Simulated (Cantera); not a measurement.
A Cantera script and what it prints.

```python
import numpy as np
import cantera as ct

gas_names = [...]  # 116 gases of nasa_gas.yaml made of C, H, Mg, O
cond_names = """
    C(gr) C6H6(L) C7H8(L) C8H18(L),n-octa H2O(s) H2O(L) Mg(cr) Mg(L) MgCO3(s) MgO(s) MgO(L) MgO2H2(s)
""".split()


# ... load() reads the species with a 1 bar reference pressure and builds the phases ...
atoms = {
    'MgO': {'Mg': 1, 'O': 1},
    'C': {'C': 1},
    'H2': {'H': 2},
    'H2O': {'H': 2, 'O': 1},
}
top_T = {'C(gr)': 4500}  # K; cautious upper limits of use, not melting points


# ... equilibrate(T, P, feed) seeds the gas with the atoms and calls Mixture.equilibrate('TP', solver="vcs", rtol=1e-11, max_steps=5000) ...
results = []
feed = {'MgO': 1, 'C': 0.72, 'H2': 0.71, 'H2O': 0.0012}  # mol
P = 520  # Pa
for T in [925, 1075, 1225, 1375, 1525, 1675, 1825, 1975, 2125, 2275, 2425]:
    mix = equilibrate(T, P, feed)
    results.append((T, P, feed, dict(zip(mix.species_names, mix.species_moles))))

top = {s: max(r[3][s] / sum(r[3][g] for g in gas_names) for r in results) for s in gas_names}
cols = sorted((s for s in top if top[s] > 1e-05), key=lambda s: -top[s])[:9]
seen = [c for c in cond_names if any(r[3].get(c, 0) > 1e-12 for r in results)]
print("log10 of partial pressures in bar; condensed amounts in mol")
print(f"{'T/K':>10s}" + "".join(f"{s[:9]:>10s}" for s in cols + seen))
for T, P, feed, n in results:
    ng = sum(n[g] for g in gas_names)
    print(f"{T:10.4g}" + "".join(f"{np.log10(max(n[s] / ng * P / 1e5, 1e-99)):10.3f}" for s in cols)
          + "".join(f"{n.get(c, 0):10.4g}" for c in seen))
```

It prints:

```
log10 of partial pressures in bar; condensed amounts in mol
       T/K        H2        Mg        CO         H       H2O       CO2        OH         O      MgOH     C(gr)    MgO(s)
       925    -2.285   -14.723    -5.060   -10.727    -7.173    -9.643   -18.542   -26.868   -19.031     0.718         1
      1075    -2.285    -9.767    -5.058    -8.976    -8.241   -10.982   -17.353   -23.993   -15.654    0.7186         1
      1225    -2.285    -6.079    -5.018    -7.649    -9.010   -11.910   -16.414   -21.775   -13.115    0.7186    0.9999
      1375    -2.298    -4.122    -4.075    -6.614    -8.710   -10.804   -14.771   -19.123   -11.146    0.7081    0.9893
      1525    -2.537    -2.941    -2.939    -5.895    -8.318    -9.150   -13.184   -16.608    -9.686    0.4379    0.7191
      1675    -2.765    -2.760    -2.759    -5.318    -7.247    -7.762   -11.115   -13.760    -8.509         0    0.2812
      1825    -2.768    -2.761    -2.760    -4.740    -6.020    -6.605    -9.148   -11.234    -7.437         0    0.2807
      1975    -2.778    -2.760    -2.763    -4.253    -4.993    -5.630    -7.489    -9.097    -6.536         0    0.2758
      2125    -2.817    -2.752    -2.776    -3.848    -4.154    -4.815    -6.092    -7.273    -5.782         0    0.2436
      2275    -2.950    -2.716    -2.823    -3.546    -3.558    -4.174    -4.962    -5.722    -5.180         0    0.1134
      2425    -3.105    -2.699    -2.871    -3.300    -3.430    -3.973    -4.347    -4.718    -5.041         0         0
```

These are equilibrium values from Cantera (NASA tables, ideal gas, pure condensed phases), not measurements of a reactor. The tables' values for MgH are old estimates; treat these amounts as uncertain.
